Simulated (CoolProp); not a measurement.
Cyclopropane at 298.15 K and 0.0845 MPa is compressed adiabatically to 0.205 MPa with isentropic efficiency 0.7. Each further row changes one setting.

Computed with CoolProp (reference Helmholtz-energy equation of state, Polt 1992). This equation is an older, rougher fit.

```
case             work (kJ/kg)  final temperature (K)  final density (kg/m³)
---------------  ------------  ---------------------  ---------------------
as stated                78.2                  352.7                   3.00
efficiency 1             54.7                  338.0                   3.14
efficiency 0.65          84.2                  356.4                   2.97
```
